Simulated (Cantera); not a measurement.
A closed system holds: 1 mol CCl4, 0.17 mol Si, held at 0.0100 bar.

Cantera equilibrium calculation (NASA polynomials, part measured and part estimated; ideal gas, pure solids and liquids). Candidate condensed phases: C, Si, SiC; 24 gas species. The tables' values for SiCl, CCl are old estimates; treat these amounts as uncertain. Kinetics and transport are ignored. All values below are at 3323 K.

Base state: Cl 0.869, C3 0.0474, C 0.0332, Si 0.0290, C2 0.0125, SiC2 0.00717, SiCl 0.000604, C5 0.000353 (mole fractions); condensed: gas only.

### Question
What changes in the equilibrium state with this change: 0.052 mol HF added?

### Answer
```
species  before     after
-------  ------  --------
Cl        0.869     0.852
C3       0.0474    0.0464
C        0.0332    0.0329
H             0   0.00969
F             0   0.00818
Si       0.0290    0.0273
C2       0.0125    0.0123
SiF           0   0.00138
HCl           0  0.000823
CF            0  0.000701
HF            0  0.000503
```
The tables' values for SiF, SiCl, SiF2, CCl are old estimates; treat these amounts as uncertain. Further candidate phases: C6H6, C7H8, C8H18.
